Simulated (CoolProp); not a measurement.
Water along the isotherm 928.2 K: density (kg/m³) from the reference equation and from simpler models built on Tc = 647.1 K, pc = 22.06 MPa, ω = 0.344; each cubic takes its own stable root.

The numbers come from the reference Helmholtz-energy equation of state, Wagner 2002 in CoolProp.

| p (MPa) | phase | reference |
|---|---|---|
| 7.14 | gas | 17.11 |
| 14.3 | gas | 35.22 |
| 21.4 | gas | 54.23 |
| 28.6 | supercritical | 74.64 |
| 35.7 | supercritical | 95.91 |
| 42.9 | supercritical | 118.6 |
| 50 | supercritical | 142.1 |
| 57.1 | supercritical | 166.5 |
| 64.3 | supercritical | 191.8 |
| 71.4 | supercritical | 217.2 |
| 78.6 | supercritical | 243.0 |
| 85.7 | supercritical | 268.1 |
| 92.9 | supercritical | 292.9 |
| 100 | supercritical | 316.5 |

Task: How far does each simpler model (ideal gas, Redlich-Kwong) lie from the reference over these 14 states: mean and median of the absolute difference, and the worst?

Result: 
- ideal gas: mean 17.1 %, median 18.9 %, worst -26.3 % at 928.2 K and 100 MPa
- Redlich-Kwong: mean 3.4 %, median 3.5 %, worst -6.7 % at 928.2 K and 100 MPa
